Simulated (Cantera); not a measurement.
# Thermodynamics of silicon carbide growth, feed CH3SiCl3 + C3H8 + H2

Input: 1 mol CH3SiCl3, 0.05 mol C3H8, 77 mol H2, at 1152 °C and 0.0133 bar.

Method: chemical equilibrium by Gibbs-energy minimisation in Cantera with the NASA 1993 tables (ideal gas, pure condensed phases). Candidate condensed phases: C, C6H6, C7H8, C8H18, Si, SiC; 109 gas species. The feed counts by its element totals alone. Rates play no part.

The x(H2) is 0.963 and the x(HCl) is 0.0374. The x(H) is 5.80e-5. The x(CH4) is 4.65e-5, the x(SiCl2) is 2.34e-5 and the x(C2H2 (acetylene)) is 3.39e-6. The x(Cl) is 1.84e-6. The n(C(graphite)) is 0.148 mol and the n(SiC(s)) is 0.998 mol. The gas amount is 80.20 mol and the log10 activity of Si(s) (absent) is -2.27.
